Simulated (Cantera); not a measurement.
A closed system holds: 1 mol TiCl4, 0.068 mol C3H8, at 1750 K and 16.5 Torr.

Equilibrium computed with Cantera from the NASA thermochemical tables; the gas is ideal and each condensed phase is pure. Candidate condensed phases: C, C6H6, C7H8, C8H18, Ti, TiC, TiCl2, TiCl3, TiCl4; 96 gas species. The tables' values for TiCl2 are old estimates; treat these amounts as uncertain. The numbers say what is thermodynamically allowed, not how fast it happens.

Q: What is the equilibrium state?

A: 
```json
{
  "x(TiCl3)": "0.351",
  "x(HCl)": "0.346",
  "x(TiCl4)": "0.291",
  "x(Cl)": "0.00902",
  "x(H2)": "0.00214",
  "x(TiCl2)": "0.00200",
  "x(H)": "7.26e-5",
  "x(Cl2)": "2.91e-5",
  "n(C(graphite))": "0.204 mol",
  "gas_amount": "1.555 mol",
  "log10 activity of TiCl4(l) (absent)": "-4.10",
  "log10 activity of Ti(β) (absent)": "-6.26"
}
```
